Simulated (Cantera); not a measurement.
Feed: 1 mol SiH2Cl2, 0.35 mol N2, at 1600 °C and 8.80 Pa.

Equilibrium computed with Cantera from the NASA thermochemical tables; the gas is ideal and each condensed phase is pure. Candidate condensed phases: NH4Cl, Si, Si3N4; 28 gas species. The tables' values for SiCl, SiCl3, SiN are old estimates; treat these amounts as uncertain. Gases not in the tables: Si2H6 and higher silanes. The numbers say what is thermodynamically allowed, not how fast it happens.

Base state: SiCl2 0.270, H2 0.269, HCl 0.174, N2 0.131, Si 0.0860, H 0.0357, Cl 0.0175, SiCl 0.0154 (mole fractions); condensed: gas only.

Task: What changes in the equilibrium state with this change: SiH2Cl2 replaced by SiCl4?

Result: 
```tsv
species	before	after
Cl	0.0175	0.592
SiCl2	0.270	0.290
N2	0.131	0.106
H2	0.269	0
HCl	0.174	0
H	0.0357	0
Si	0.0860	8.06e-5
SiCl3	0.000315	0.0114
SiCl	0.0154	0.000489
Si2	0.000550	<1e-9
SiH	0.000390	0
Si2N	0.000134	<1e-9
```
The tables' values for SiCl3, SiCl are old estimates; treat these amounts as uncertain.
